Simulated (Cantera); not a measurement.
Feed: 1 mol Fe3O4, 170 mol H2, 8.9 mol N2, held at 1625 K and 77.0 Pa.

These are equilibrium values from Cantera (NASA tables, ideal gas, pure condensed phases), not measurements of a reactor. Candidate condensed phases: Fe, FeO, Fe(OH)2, Fe(OH)3, Fe2O3, Fe3O4, H2O; 27 gas species. Kinetics and transport are ignored.

Base state: H2 0.923, N2 0.0496, H2O 0.0223, H 0.00244, Fe 0.00225 (mole fractions); condensed: Fe(γ).

**Question.** What changes in the equilibrium state with this change: temperature from 1625 K to 1273.15 K?

**Answer.** 
| species | before | after |
|---|---|---|
| H2 | 0.923 | 0.928 |
| N2 | 0.0496 | 0.0497 |
| H2O | 0.0223 | 0.0224 |
| H | 0.00244 | 2.48e-5 |
| Fe | 0.00225 | 6.49e-7 |
| Fe(γ), mol | 2.60 | 3.00 |

**Question.** What changes in the equilibrium state with this change: Fe3O4 replaced by SiO2?

**Answer.** 
| species | before | after |
|---|---|---|
| H2 | 0.923 | 0.937 |
| N2 | 0.0496 | 0.0494 |
| SiO | 0 | 0.00555 |
| H2O | 0.0223 | 0.00555 |
| Fe | 0.00225 | 0 |
| H | 0.00244 | 0.00246 |
| Fe(γ), mol | 2.60 | 0 |
Further candidate phases: Si, SiO2, Si2N2O, Si3N4.

**Question.** What changes in the equilibrium state with this change: temperature from 1625 K to 1798 K?

**Answer.** 
```csv
species,before,after
H2,0.923,0.901
N2,0.0496,0.0486
H2O,0.0223,0.0218
Fe,0.00225,0.0164
H,0.00244,0.0120
OH,2.48e-6,1.92e-5
"Fe(γ), mol",2.60,0
```
